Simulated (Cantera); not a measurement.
Feed: 1 mol AlN, a varied amount of H₂O, 1.7 mol N₂, 0.15 mol O₂, held at 725 K and 37.0 Pa.

Method: chemical equilibrium by Gibbs-energy minimisation in Cantera with the NASA 1993 tables (ideal gas, pure condensed phases). Candidate condensed phases: Al, AlN, Al₂O₃, H₂O; 35 gas species. The numbers say what is thermodynamically allowed, not how fast it happens.

Task: At 15 mol H₂O, list the 3 most abundant gas species with their mole fractions, and the condensed phases.

Result: H₂O 0.802, N₂ 0.128, H₂ 0.0698. Condensed: Al₂O₃(s).
